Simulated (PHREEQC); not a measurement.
# Acid rinse or clean (model solution)

Make-up at 25 °C: 0.053 mol HF, 0.00048 mol CaCl2 and 0.0023 mol CuCl2 per kg of water. Closed to the air; pH follows from the charge balance.

All values are PHREEQC results (ion-association model, phreeqc.dat), not measurements.

Each row changes one thing in this solution. Precipitation was switched off in this run.

```tsv
case	pH	ionic strength (mol/kgw)	HF (mol/kgw)	F- (mol/kgw)	Cu+2 (mol/kgw)	HF2- (mol/kgw)	SI of Fluorite (CaF2)
as made	2.22	0.0148	0.0453	0.00564	0.00214	0.000980	+2.47
CuCl2 from 0.0023 to 0.00115 mol/kgw	2.22	0.0114	0.0454	0.00561	0.00107	0.000976	+2.50
temperature from 25 to 20 °C	2.20	0.0150	0.0450	(withheld)	0.00215	0.000978	+2.57
temperature from 25 to 85 °C	2.45	0.0116	0.0484	0.00317	0.00198	(withheld)	+1.56
HF from 0.053 to 0.53 mol/kgw	1.51	0.0435	0.471	0.0126	0.00205	0.0228	+3.00
```

Problem. Some entries are withheld; supply them.

Solution. 
- temperature from 25 to 20 °C, F- (mol/kgw): 0.00590
- temperature from 25 to 85 °C, HF2- (mol/kgw): 0.000647

Species that the database lacks are ignored. Some of these states are supersaturated (in Fluorite, for instance). At this temperature some constants are extrapolated from 25 °C, and those without enthalpy data are left unchanged.
